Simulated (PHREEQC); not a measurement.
PHREEQC input (ion-association model, phreeqc.dat):

```
SOLUTION 1
  temp 25
  units mol/kgw
  pH 7 charge
END
SELECTED_OUTPUT 1
  -reset false
  -pH true
  -pe true
  -ionic_strength true
  -water true
  -totals Hdg
  -molalities H+ OH-
USER_PUNCH 1
  -headings p_Hdg(g) phi_Hdg(g) p_H2O(g) phi_H2O(g) density
  10 PUNCH PR_P("Hdg(g)"), PR_PHI("Hdg(g)"), PR_P("H2O(g)"), PR_PHI("H2O(g)"), RHO
PRINT
  -reset false
USE solution 1
REACTION_TEMPERATURE 1
  10
GAS_PHASE 1
  -fixed_pressure
  -pressure 10
  -temperature 10
  -volume 20
  Hdg(g) 10
  H2O(g) 0
END
# ... the last block is repeated for the other 8 points of T (°C)
```

Selected output (columns that matter, 9 of 9 rows; T (°C) added in front):

```
T (°C)	pH	mu	Hdg	m_H+	m_OH-	p_Hdg(g)	phi_Hdg(g)	p_H2O(g)	phi_H2O(g)	density
10	7.2638	5.4489e-08	0.0087258	5.4489e-08	5.4489e-08	9.9871	1.0025	0.012948	0.95548	0.9999
20	7.0805	8.3107e-08	0.0080788	8.3107e-08	8.3107e-08	9.9756	1.0026	0.024406	0.95883	0.9984
30	6.9149	1.2169e-07	0.0076354	1.2169e-07	1.2169e-07	9.956	1.0027	0.043951	0.96169	0.99584
40	6.7651	1.7185e-07	0.0073425	1.7185e-07	1.7185e-07	9.9241	1.0027	0.075947	0.96404	0.99241
50	6.6293	2.3496e-07	0.0071628	2.3496e-07	2.3496e-07	9.8736	1.0028	0.12643	0.96587	0.98824
60	6.5061	3.1206e-07	0.007068	3.1206e-07	3.1206e-07	9.7965	1.0028	0.20346	0.96715	0.9834
70	6.3943	4.0372e-07	0.0070348	4.0372e-07	4.0372e-07	9.6825	1.0029	0.3175	0.96783	0.97798
80	6.2928	5.1e-07	0.0070413	5.1e-07	5.1e-07	9.5183	1.003	0.48173	0.96787	0.97202
90	6.2009	6.3038e-07	0.0070645	6.3038e-07	6.3038e-07	9.2876	1.0031	0.7124	0.96723	0.96555
```

Away from 25 °C the constants follow the database's enthalpies or fits; those with neither stay at their 25 °C values.
